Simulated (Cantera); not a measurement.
An adiabatic, constant-volume homogeneous reactor starts with CH₄ : H₂ : O₂ : N₂ : H₂O = 1 : 1.4 : 2.45 : 9.23 : 0.36 (molar parts), equivalence ratio 1.1, at 1225 K and 170000 Pa. Integrator tolerance rtol = 1e-08.

Detailed kinetics in Cantera: GRI-Mech 3.0 (53 species, 325 reactions).

Q: What does this change do: constant pressure in place of constant volume?

A: 
```tsv
quantity	before	after
time of steepest temperature rise	0.325 ms	0.375 ms
temperature at 1.00 s	2894 K	2691 K
equilibrium temperature	2894 K	2691 K
x(CH₄) at 1.00 s	<1e-12 (gas-phase equilibrium <1e-12)	<1e-12 (gas-phase equilibrium <1e-12)
x(H₂) at 1.00 s	0.0335 (gas-phase equilibrium 0.0335)	0.0284 (gas-phase equilibrium 0.0284)
x(O₂) at 1.00 s	0.00958 (gas-phase equilibrium 0.00958)	0.00727 (gas-phase equilibrium 0.00727)
x(CH₂CO) at 1.00 s	<1e-12 (gas-phase equilibrium <1e-12)	<1e-12 (gas-phase equilibrium <1e-12)
x(C₂H) at 1.00 s	<1e-12 (gas-phase equilibrium <1e-12)	<1e-12 (gas-phase equilibrium <1e-12)
x(C₂H₆) at 1.00 s	<1e-12 (gas-phase equilibrium <1e-12)	<1e-12 (gas-phase equilibrium <1e-12)
```

Q: What does this change do: CH4 1 to 1.6 parts?

A: 
```
quantity                                                            before                                      after
---------------------------------  ---------------------------------------  -----------------------------------------
time of steepest temperature rise                                 0.325 ms                                   0.746 ms
temperature at 1.00 s                                               2894 K                                     2814 K
equilibrium temperature                                             2894 K                                     2814 K
x(CH₄) at 1.00 s                     <1e-12 (gas-phase equilibrium <1e-12)  7.55e-12 (gas-phase equilibrium 8.69e-12)
x(H₂) at 1.00 s                      0.0335 (gas-phase equilibrium 0.0335)        0.103 (gas-phase equilibrium 0.103)
x(O₂) at 1.00 s                    0.00958 (gas-phase equilibrium 0.00958)  0.000473 (gas-phase equilibrium 0.000473)
x(CH₂CO) at 1.00 s                   <1e-12 (gas-phase equilibrium <1e-12)      <1e-12 (gas-phase equilibrium <1e-12)
x(C₂H) at 1.00 s                     <1e-12 (gas-phase equilibrium <1e-12)      <1e-12 (gas-phase equilibrium <1e-12)
x(C₂H₆) at 1.00 s                    <1e-12 (gas-phase equilibrium <1e-12)      <1e-12 (gas-phase equilibrium <1e-12)
```
